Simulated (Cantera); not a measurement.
## V + NH3 (tantalum, niobium, vanadium and zirconium in process gases)

Charge: 1 mol V, 7.3 mol NH3, equilibrated at 98.0 Pa.

Equilibrium computed with Cantera from the NASA thermochemical tables; the gas is ideal and each condensed phase is pure. Candidate condensed phases: V, VN; 11 gas species. VN: taken at fixed stoichiometry. Condensed phases not in the tables: V2N, N, O or C dissolved in the metal. Kinetics and transport are ignored.

| T (K) | x H2 | x N2 | x H | x V | x VN | x NH3 | n VN(s) | n V(s) |
|---|---|---|---|---|---|---|---|---|
| 1350 | 0.777 | 0.223 | 6.71e-5 | 6.75e-12 | <1e-12 | 3.24e-8 | 1.00 | 0 |
| 1450 | 0.776 | 0.223 | 0.000266 | 5.68e-10 | <1e-12 | 2.29e-8 | 1.00 | 0 |
| 1550 | 0.776 | 0.223 | 0.000886 | 2.67e-8 | <1e-12 | 1.69e-8 | 1.00 | 0 |
| 1650 | 0.774 | 0.223 | 0.00255 | 7.82e-7 | 1.80e-11 | 1.30e-8 | 1.000 | 0 |
| 1750 | 0.771 | 0.223 | 0.00652 | 1.55e-5 | 3.58e-10 | 1.02e-8 | 1.000 | 0 |
| 1850 | 0.737 | 0.248 | 0.0148 | 0.000201 | 4.94e-9 | 8.14e-9 | 0 | 0.997 |
| 1950 | 0.722 | 0.246 | 0.0311 | 0.00108 | 2.66e-8 | 6.53e-9 | 0 | 0.984 |
| 2050 | 0.694 | 0.241 | 0.0603 | 0.00492 | 1.20e-7 | 5.15e-9 | 0 | 0.926 |
x: gas mole fraction; n: condensed amount in mol.

From 1350 K to 1750 K the condensed part is VN(s). From 1850 K to 2050 K the condensed part is V(s).
